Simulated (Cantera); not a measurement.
Stirred combustor or abatement burner

A perfectly stirred reactor is fed with CH4 : O2 : N2 : CO2 = 1 : 1.18 : 4.42 : 0.026 (molar parts), equivalence ratio 1.7, at 550000 Pa; it is adiabatic with a 525 K inlet, and is followed from long to short residence time, starting on the burning branch (τ in s: 0.07, 0.04, 0.023, 0.013, 0.0073, 0.0042, 0.0024, 0.0013, 0.00076, 0.00043, 0.00025, 0.00014, 8e-05).

Cantera simulation using GRI-Mech 3.0 (53 species, 325 reactions); the numbers are that mechanism's predictions, not measurements.

```json
[
 {"τ (s)": "0.070", "T (K)": "1944", "x CH4": "0.00394", "x O2": "0.000175", "x N2O": "9.17e-10", "x H": "0.000167", "x CH2": "2.85e-7", "x H2": "0.100", "x CO": "0.0960"},
 {"τ (s)": "0.040", "T (K)": "1950", "x CH4": "0.00491", "x O2": "0.000288", "x N2O": "1.10e-9", "x H": "0.000175", "x CH2": "4.39e-7", "x H2": "0.0956", "x CO": "0.0931"},
 {"τ (s)": "0.023", "T (K)": "1955", "x CH4": "0.00596", "x O2": "0.000469", "x N2O": "1.42e-9", "x H": "0.000185", "x CH2": "6.68e-7", "x H2": "0.0908", "x CO": "0.0899"},
 {"τ (s)": "0.013", "T (K)": "1959", "x CH4": "0.00713", "x O2": "0.000768", "x N2O": "1.95e-9", "x H": "0.000196", "x CH2": "1.02e-6", "x H2": "0.0857", "x CO": "0.0866"},
 {"τ (s)": "0.0073", "T (K)": "1961", "x CH4": "0.00842", "x O2": "0.00126", "x N2O": "2.83e-9", "x H": "0.000208", "x CH2": "1.54e-6", "x H2": "0.0806", "x CO": "0.0835"},
 {"τ (s)": "0.0042", "T (K)": "1960", "x CH4": "0.00978", "x O2": "0.00201", "x N2O": "4.20e-9", "x H": "0.000221", "x CH2": "2.25e-6", "x H2": "0.0759", "x CO": "0.0808"},
 {"τ (s)": "0.0024", "T (K)": "1954", "x CH4": "0.0114", "x O2": "0.00322", "x N2O": "6.48e-9", "x H": "0.000233", "x CH2": "3.19e-6", "x H2": "0.0714", "x CO": "0.0786"},
 {"τ (s)": "0.0013", "T (K)": "1939", "x CH4": "0.0135", "x O2": "0.00548", "x N2O": "1.09e-8", "x H": "0.000242", "x CH2": "4.39e-6", "x H2": "0.0667", "x CO": "0.0768"},
 {"τ (s)": "0.00076", "T (K)": "1910", "x CH4": "0.0163", "x O2": "0.00911", "x N2O": "1.84e-8", "x H": "0.000238", "x CH2": "5.25e-6", "x H2": "0.0625", "x CO": "0.0758"},
 {"τ (s)": "0.00043", "T (K)": "1820", "x CH4": "0.0232", "x O2": "0.0197", "x N2O": "4.19e-8", "x H": "0.000181", "x CH2": "4.21e-6", "x H2": "0.0563", "x CO": "0.0745"},
 {"τ (s)": "0.00025", "T (K)": "525", "x CH4": "0.151", "x O2": "0.178", "x N2O": "<1e-12", "x H": "<1e-12", "x CH2": "<1e-12", "x H2": "<1e-12", "x CO": "<1e-12"},
 {"τ (s)": "0.00014", "T (K)": "525", "x CH4": "0.151", "x O2": "0.178", "x N2O": "<1e-12", "x H": "<1e-12", "x CH2": "<1e-12", "x H2": "<1e-12", "x CO": "<1e-12"},
 {"τ (s)": "8.0e-5", "T (K)": "525", "x CH4": "0.151", "x O2": "0.178", "x N2O": "<1e-12", "x H": "<1e-12", "x CH2": "<1e-12", "x H2": "<1e-12", "x CO": "<1e-12"}
]
```
x: mole fraction; the columns are a selection and need not sum to one.
